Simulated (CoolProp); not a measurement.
A closed Brayton cycle with carbon dioxide: compressor inlet 323.15 K and 9.9 MPa, high pressure 26 MPa, turbine inlet 915 K, compressor efficiency 0.8, turbine efficiency 0.9, recuperator effectiveness 0.8 (on enthalpy, no pinch check). Each further row changes one setting.

Values from CoolProp's reference Helmholtz-energy equation of state, Span 1996.

| case | thermal efficiency (%) | net work (kJ/kg) | compressor to turbine work | compressor exit (K) | turbine exit (K) |
|---|---|---|---|---|---|
| as stated | (withheld) | 101 | 0.29 | 386.3 | 791.1 |
| turbine inlet 865 K | (withheld) | (withheld) | (withheld) | 386.3 | 745.3 |
| compressor inlet 333.15 K | 29.2 | (withheld) | (withheld) | 411.5 | 791.1 |
| high pressure 22.1 MPa | 27.9 | (withheld) | (withheld) | 375.3 | 811.3 |
| recuperator effectiveness 0.5 | 21.1 | 101 | 0.29 | 386.3 | 791.1 |

### Question
Fill in the missing entries.

### Answer

- as stated, thermal efficiency (%): 30.2
- turbine inlet 865 K, thermal efficiency (%): 29.4
- turbine inlet 865 K, net work (kJ/kg): 92.3
- turbine inlet 865 K, compressor to turbine work: 0.31
- compressor inlet 333.15 K, net work (kJ/kg): 90.9
- compressor inlet 333.15 K, compressor to turbine work: 0.36
- high pressure 22.1 MPa, net work (kJ/kg): 87.1
- high pressure 22.1 MPa, compressor to turbine work: 0.28
